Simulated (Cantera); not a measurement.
A closed system holds: 1 mol CaCO₃, 0.16 mol H₂S, 8.6 mol H₂O, 0.43 mol SO₂, held at 1323.15 K and 29000 Pa.

These are equilibrium values from Cantera (NASA tables, ideal gas, pure condensed phases), not measurements of a reactor. Candidate condensed phases: C, C₆H₆, C₇H₈, C₈H₁₈, Ca, CaCO₃, CaO, Ca(OH)₂, CaS, CaSO₄, H₂O, H₂SO₄, S; 129 gas species. Mutual solubility and eutectic melting of coexisting phases are not modelled. Kinetics and transport are ignored.

Base state: H₂O 0.829, CO₂ 0.0931, SO₂ 0.0491, H₂ 0.0199, CO 0.00414, H₂S 0.00320, S₂ 0.000973, SO 0.000125 (mole fractions); condensed: CaO(s) + CaS(s).

### Question
What changes in the equilibrium state with this change: H₂O from 8.6 to 0.18 mol?

### Answer
```json
[
 {"species": "CO₂", "before": "0.0931", "after": "0.547"},
 {"species": "SO₂", "before": "0.0491", "after": "0.245"},
 {"species": "H₂O", "before": "0.829", "after": "0.187"},
 {"species": "H₂", "before": "0.0199", "after": "0.00263"},
 {"species": "CO", "before": "0.00414", "after": "0.0142"},
 {"species": "COS", "before": "2.16e-5", "after": "0.000127"},
 {"species": "S₂O", "before": "4.66e-5", "after": "0.000232"},
 {"species": "CaO(s), mol", "before": "0.970", "after": "0.859"},
 {"species": "CaS(s), mol", "before": "0.0301", "after": "0.141"}
]
```
